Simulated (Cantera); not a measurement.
An isothermal, constant-pressure homogeneous reactor starts with C2H6 : N2 = 1 : 1.5 (molar parts), at 1025 K and 1.00 atm.

Detailed kinetics in Cantera: GRI-Mech 3.0 (53 species, 325 reactions). GRI-Mech 3.0 stops at C3 and has no aromatics, soot or wall deposition, so with more carbon than oxygen in the feed, carbon stays in small species such as C2H2 where larger ones or solid carbon would form.

x: mole fraction; the columns are a selection and need not sum to one.

```
t (s)     x C2H6    x C2H2   x CH2   x C2H       x H
--------  ------  --------  ------  ------  --------
0.000100   0.400    <1e-12  <1e-12  <1e-12  3.21e-10
0.000277   0.400    <1e-12  <1e-12  <1e-12   1.14e-9
0.000765   0.400  9.36e-12  <1e-12  <1e-12   3.41e-9
0.00211    0.400  5.93e-10  <1e-12  <1e-12         ?
0.00585    0.399   3.27e-8  <1e-12  <1e-12   2.43e-8
0.0162     0.396   1.04e-6  <1e-12  <1e-12   4.20e-8
0.0447     0.383   1.07e-5  <1e-12  <1e-12   4.53e-8
0.124          ?         ?  <1e-12  <1e-12   4.76e-8
0.342      0.283  0.000204  <1e-12  <1e-12   5.18e-8
0.946      0.179  0.000607  <1e-12  <1e-12   5.45e-8
2.62       0.101   0.00145  <1e-12  <1e-12   5.00e-8
7.23      0.0797   0.00266  <1e-12  <1e-12   4.39e-8
20.0      0.0708   0.00359  <1e-12  <1e-12   3.61e-8
```

Problem. Some entries are withheld; supply them.

Solution. 
- 0.00211, x H: 9.53e-9
- 0.124, x C2H6: 0.352
- 0.124, x C2H2: 5.51e-5
